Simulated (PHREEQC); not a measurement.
NH3 is added in steps, without added water, to 1 kg of water holding 1.9 mmol/kgw HBr, 1.9 mmol/kgw CaCl2 and 120 mmol/kgw MnSO4, at 25 °C. No oxygen is let in. The system is closed to CO2. Only these solids could form: Gypsum, Pyrochroite.

Base run: PHREEQC, ion-association model, phreeqc.dat. Each further column changes one thing. The table gives pH.

```tsv
NH3 added (mol)	base	diluted 2-fold with water	MnSO4 from 0.12 to 0.18 mol/kgw	HBr left out	no solid may form
0	3.26	3.45	3.33	6.35	3.26
0.06	8.51	8.68	8.44	8.52	10.17
0.15	8.64	9.06	8.51	8.64	10.41
0.21	8.76	9.37	8.57	8.77	10.50
0.27	8.95	9.57	8.65	8.96	10.57
0.33	9.17	9.72	8.76	9.18	10.62
0.42	9.43	9.87	8.99	9.43	10.68
0.48	9.55	9.95	9.16	9.55	10.72
```

 In at least one series the solution becomes supersaturated in solids that the run did not let form, among them Pyrochroite.
